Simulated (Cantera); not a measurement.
Feed: 1 mol SiH₄, 0.42 mol N₂, equilibrated at 7.50 Torr.

These are equilibrium values from Cantera (NASA tables, ideal gas, pure condensed phases), not measurements of a reactor. Candidate condensed phases: Si, Si₃N₄; 18 gas species. N₂ is the only nitrogen source here; it is nearly inert below about 1500 K, so the nitride shown seldom forms there in practice. Mutual solubility and eutectic melting of coexisting phases are not modelled. Gases not in the tables: Si₂H₆ and higher silanes. The numbers say what is thermodynamically allowed, not how fast it happens.

Which condensed phases are stable at each of these points (T (K)): 973, 1073, 1173, 1273, 1373, 1473, 1573, 1673, 1773, 1873, 1973, 2073?


```tsv
T (K)	condensed phases	Si condensed (%)
973	Si(s) + Si₃N₄(s)	100.0
1073	Si(s) + Si₃N₄(s)	100.0
1173	Si(s) + Si₃N₄(s)	100.0
1273	Si(s) + Si₃N₄(s)	100.0
1373	Si(s) + Si₃N₄(s)	100.0
1473	Si(s) + Si₃N₄(s)	100.0
1573	Si(s) + Si₃N₄(s)	100.0
1673	Si(s) + Si₃N₄(s)	100.0
1773	Si(l)	99.9
1873	Si(l)	99.7
1973	Si(l)	99.1
2073	Si(l)	97.2
```

From 973 K to 1673 K the condensed part is Si(s) + Si₃N₄(s). From 1773 K to 2073 K the condensed part is Si(l).
